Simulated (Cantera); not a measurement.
An isothermal, constant-pressure homogeneous reactor starts with H₂ : O₂ : N₂ = 0.71 : 1 : 0.7 (molar parts), equivalence ratio 0.35, at 848 K and 0.390 bar. Integrator tolerance rtol = 1e-08.

Detailed kinetics in Cantera: the H2/O2 subset of GRI-Mech 3.0, which has no nitrogen chemistry. Below about 950 K walls govern HO2 and H2O2 in real vessels. The temperature is held fixed by assumption; the heat of reaction is taken as removed at once.

Task: What does this change do: temperature 848 to 875 K?

Result: 
```
quantity                                             before                                      after
-----------------  ----------------------------------------  -----------------------------------------
x(H₂) at 10.0 s        0.197 (gas-phase equilibrium <1e-12)    0.0363 (gas-phase equilibrium 1.24e-12)
x(O₂) at 10.0 s         0.381 (gas-phase equilibrium 0.314)        0.326 (gas-phase equilibrium 0.314)
x(OH) at 10.0 s     1.19e-8 (gas-phase equilibrium 9.05e-9)    5.58e-8 (gas-phase equilibrium 1.84e-8)
x(HO₂) at 10.0 s   3.15e-5 (gas-phase equilibrium 1.05e-10)   3.08e-5 (gas-phase equilibrium 1.88e-10)
x(H₂O₂) at 10.0 s  0.00204 (gas-phase equilibrium 3.45e-11)  0.000768 (gas-phase equilibrium 5.49e-11)
x(H₂O) at 10.0 s        0.113 (gas-phase equilibrium 0.345)        0.302 (gas-phase equilibrium 0.345)
```
